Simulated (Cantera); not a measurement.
Input: 1 mol Fe3O4, 1 mol H2, 42 mol N2, equilibrated at 1148 K and 0.133 bar.

Equilibrium computed with Cantera from the NASA thermochemical tables; the gas is ideal and each condensed phase is pure. Candidate condensed phases: Fe, FeO, Fe(OH)2, Fe(OH)3, Fe2O3, Fe3O4, H2O; 27 gas species. Mutual solubility and eutectic melting of coexisting phases are not modelled. The tables' stoichiometric FeO is somewhat more stable than real wüstite, so its field is too wide. FeO: taken at fixed stoichiometry. The numbers say what is thermodynamically allowed, not how fast it happens.

Question: What is the equilibrium state?

Answer: 
```
Quantity                                    Value
-------------------------------------  ----------
x(N2)                                       0.977
x(H2O)                                     0.0222
x(H2)                                     0.00103
n(FeO(s))                                2.87 mol
n(Fe3O4(s))                            0.0443 mol
gas amount                              43.00 mol
log10 activity of Fe(α) (absent)            -1.93
log10 activity of Fe(OH)2(s) (absent)       -7.67
log10 activity of Fe(OH)3(s) (absent)      -13.06
```
